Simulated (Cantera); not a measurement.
## Hydrocarbon pyrolysis for carbon deposition

A perfectly stirred reactor is fed with C2H4 : H2 = 1 : 19 (molar parts), at 13300 Pa; it is held at 1600 K, and followed from long to short residence time.

Cantera simulation using GRI-Mech 3.0 (53 species, 325 reactions); the numbers are that mechanism's predictions, not measurements. GRI-Mech 3.0 was tuned for natural gas; its chemistry of ethylene as a main component is partial and can be far from experiment. GRI-Mech 3.0 stops at C3 and has no aromatics, soot or wall deposition, so with more carbon than oxygen in the feed, carbon stays in small species such as C2H2 where larger ones or solid carbon would form.

```csv
τ (s),x C2H4,x H2,x H,x C2H2,x C2H6,x CH2,x CH3
8.6,0.000651,0.949,0.000147,0.0446,2.42e-7,2.39e-9,1.64e-5
2.3,0.000748,0.951,0.000145,0.0458,2.10e-7,1.12e-9,7.59e-6
0.60,0.00111,0.952,0.000129,0.0462,2.77e-7,3.68e-10,2.44e-6
0.16,0.00289,0.952,9.03e-5,0.0447,6.07e-7,1.81e-10,8.17e-7
0.042,0.0109,0.952,5.57e-5,0.0371,1.71e-6,2.72e-10,3.37e-7
0.011,0.0286,0.951,3.78e-5,0.0203,3.29e-6,4.58e-10,1.59e-7
0.0029,0.0441,0.950,1.85e-5,0.00561,2.46e-6,3.42e-10,5.34e-8
0.00076,0.0489,0.950,3.30e-6,0.00101,3.57e-7,6.71e-11,6.19e-9
```
x: mole fraction; the columns are a selection and need not sum to one.
